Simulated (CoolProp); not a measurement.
Methanol along the isotherm 137.75 °C: Z from the reference equation and from simpler models built on Tc = 240.2 °C, pc = 8216 kPa, ω = 0.565; each cubic takes its own stable root.

Values from CoolProp's reference Helmholtz-energy equation of state, de Reuck 1993.

```csv
p (kPa),phase,reference,Soave-Redlich-Kwong,Peng-Robinson
770,gas,0.8921,0.9244,0.9202
1540,liquid,0.02171,0.02906,0.02564
2310,liquid,0.03248,0.04348,0.03838
3080,liquid,0.04320,(withheld),0.05107
3850,liquid,0.05386,0.07212,0.06370
4620,liquid,0.06447,0.08635,0.07628
5390,liquid,0.07504,0.1005,0.08882
6160,liquid,0.08555,0.1146,0.1013
6930,liquid,0.09603,0.1287,(withheld)
7700,liquid,(withheld),0.1426,0.1262
8470,liquid,0.1168,0.1566,0.1385
9240,liquid,0.1272,0.1705,0.1508
10000,liquid,0.1374,0.1841,0.1629
10800,liquid,0.1481,0.1984,0.1757
11600,liquid,0.1587,0.2127,0.1883
12300,liquid,0.1680,0.2252,0.1994
```

Problem. Fill in the missing entries.

Solution. 
- 3080, Soave-Redlich-Kwong: 0.05784
- 6930, Peng-Robinson: 0.1138
- 7700, reference: 0.1065
